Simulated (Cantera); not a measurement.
## Thermodynamics of silicon carbide growth, feed SiHCl₃ + C₂H₄ + H₂

Feed: 1 mol SiHCl₃, 0.24 mol C₂H₄, 41 mol H₂, at 13.3 mbar.

Cantera equilibrium calculation (NASA polynomials, part measured and part estimated; ideal gas, pure solids and liquids). Candidate condensed phases: C, C₆H₆, C₇H₈, C₈H₁₈, Si, SiC; 109 gas species. Mutual solubility and eutectic melting of coexisting phases are not modelled. The tables' values for SiCl, SiCl₃ are old estimates; treat these amounts as uncertain. Gases not in the tables: Si₂H₆ and higher silanes. Equilibrium is a limit: real reactors are often held back by kinetics, nucleation or transport.

| T (K) | log p H₂ | log p H | log p HCl | log p Si | log p Cl | n Si(s) | n SiC(s) | n Si(l) |
|---|---|---|---|---|---|---|---|---|
| 1373 | -1.90 | -6.43 | -3.16 | -9.41 | -7.77 | 0.149 | 0.480 | 0 |
| 1473 | -1.90 | -5.85 | -3.17 | -8.26 | -7.21 | 0.133 | 0.480 | 0 |
| 1573 | -1.90 | -5.34 | -3.17 | -7.26 | -6.71 | 0.117 | 0.480 | 0 |
| 1673 | -1.90 | -4.89 | -3.18 | -6.38 | -6.28 | 0.101 | 0.480 | 0 |
| 1773 | -1.90 | -4.50 | -3.17 | -5.67 | -5.88 | 0 | 0.480 | 0.119 |
| 1873 | -1.91 | -4.14 | -3.16 | -5.05 | -5.52 | 0 | 0.480 | 0.120 |
| 1973 | -1.91 | -3.82 | -3.15 | -4.50 | -5.20 | 0 | 0.477 | 0.0521 |
| 2073 | -1.92 | -3.54 | -3.13 | -4.16 | -4.88 | 0 | 0.470 | 0 |
| 2173 | -1.93 | -3.28 | -3.11 | -4.00 | -4.60 | 0 | 0.444 | 0 |
| 2273 | -1.94 | -3.05 | -3.11 | -3.83 | -4.35 | 0 | 0.259 | 0 |
| 2373 | -1.97 | -2.84 | -3.13 | -3.68 | -4.14 | 0 | 0 | 0 |
| 2473 | -2.00 | -2.65 | -3.16 | -3.65 | -3.96 | 0 | 0 | 0 |
| 2573 | -2.05 | -2.49 | -3.21 | -3.65 | -3.80 | 0 | 0 | 0 |
| 2673 | -2.11 | -2.34 | -3.28 | -3.66 | -3.67 | 0 | 0 | 0 |
log p: log10 of the partial pressure in bar; n: condensed amount in mol.

From 1373 K to 1673 K the condensed part is Si(s) + SiC(s). From 1773 K to 1973 K the condensed part is Si(l) + SiC(s). From 2073 K to 2273 K the condensed part is SiC(s). From 2373 K to 2673 K nothing is condensed. The main Si-bearing gas is SiCl₂ at 1373 K and Si at 2673 K.
